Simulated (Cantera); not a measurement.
Input: 1 mol C₂H₆, 0.02 mol CO₂, 15 mol H₂, equilibrated at 37.0 Pa.

Equilibrium computed with Cantera from the NASA thermochemical tables; the gas is ideal and each condensed phase is pure. Candidate condensed phases: C, C₆H₆, C₇H₈, C₈H₁₈, H₂O; 110 gas species. Equilibrium is a limit: real reactors are often held back by kinetics, nucleation or transport.

Question: At 650 K, list the 4 most abundant gas species with their mole fractions, and the condensed phases.

Answer: H₂ 0.988, CH₄ 0.00940, CO 0.00114, H₂O 0.00106. Condensed: C(graphite).
